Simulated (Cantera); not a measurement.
Input: 1 mol SiCl₄, 1.2 mol HCl, 0.39 mol H₂, held at 950 K and 0.910 bar.

Equilibrium computed with Cantera from the NASA thermochemical tables; the gas is ideal and each condensed phase is pure. Candidate condensed phases: Si; 19 gas species. The tables' values for SiCl₃ are old estimates; treat these amounts as uncertain. Equilibrium is a limit: real reactors are often held back by kinetics, nucleation or transport.

Base state: HCl 0.464, SiCl₄ 0.386, H₂ 0.150, SiHCl₃ 0.000572, SiCl₃ 1.37e-5 (mole fractions); condensed: gas only.

Problem. What changes in the equilibrium state with this change: H₂ from 0.39 to 1.2 mol?

Solution. 
```csv
species,before,after
HCl,0.464,0.354
H₂,0.150,0.352
SiCl₄,0.386,0.293
SiHCl₃,0.000572,0.00133
SiCl₃,1.37e-5,2.08e-5
```
